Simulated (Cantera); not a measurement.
A closed system holds: 1 mol LiCl, 0.058 mol O2, 110 mol H2, equilibrated at 925 K and 1.33 mbar.

These are equilibrium values from Cantera (NASA tables, ideal gas, pure condensed phases), not measurements of a reactor. Candidate condensed phases: H2O, Li, LiCl, LiH, LiOH, Li2O; 25 gas species. Kinetics and transport are ignored.

Base state: H2 0.992, LiCl 0.00525, Li2Cl2 0.00185, H2O 0.00105, Li3Cl3 2.46e-5 (mole fractions); condensed: gas only.

What changes in the equilibrium state with this change: pressure from 1.33 mbar to 1.00 bar?


| species | before | after |
|---|---|---|
| H2 | 0.992 | 0.999 |
| H2O | 0.00105 | 0.00105 |
| Li2Cl2 | 0.00185 | 6.58e-5 |
| LiCl | 0.00525 | 3.62e-5 |
| Li3Cl3 | 2.46e-5 | 4.52e-6 |
| LiCl(l), mol | 0 | 0.980 |
